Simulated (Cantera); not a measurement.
An isothermal, constant-pressure homogeneous reactor starts with 0.611 % H2, 55.5 % O2, 43.9 % N2, equivalence ratio 0.0055, at 1350 K and 0.0133 bar.

Model: the H2/O2 subset of GRI-Mech 3.0, which has no nitrogen chemistry, integrated in Cantera. Radical loss at walls, strong at low pressure, is not modelled.

x: mole fraction; the columns are a selection and need not sum to one.

```csv
t (s),x H2,x O2,x O,x HO2,x H2O,x H2O2,x OH
0.000100,0.00611,0.555,2.46e-9,3.87e-9,2.16e-10,<1e-12,2.39e-9
0.000501,0.00611,0.555,2.62e-8,1.94e-8,1.11e-8,7.17e-12,2.32e-8
0.00251,0.00611,0.555,1.51e-6,9.80e-8,1.57e-6,1.34e-10,1.22e-6
0.0126,5.15e-5,0.549,0.00522,3.37e-7,0.00554,8.54e-9,0.000804
0.0632,[?],0.550,0.00486,[?],0.00565,[?],[?]
0.317,[?],0.551,[?],[?],0.00576,[?],[?]
1.59,4.61e-6,0.553,0.000878,1.18e-7,0.00596,3.47e-9,0.000301
7.98,4.40e-7,0.554,8.25e-5,2.43e-8,0.00608,7.44e-10,9.34e-5
40.0,3.81e-8,0.554,7.13e-6,8.63e-9,0.00611,9.45e-11,2.75e-5
```

Question: Fill in the missing entries.

Answer: 
- 0.0632, x H2: 2.44e-5
- 0.0632, x HO2: 2.97e-7
- 0.0632, x H2O2: 6.89e-9
- 0.0632, x OH: 0.000691
- 0.317, x H2: 1.66e-5
- 0.317, x O: 0.00326
- 0.317, x HO2: 2.44e-7
- 0.317, x H2O2: 6.10e-9
- 0.317, x OH: 0.000571
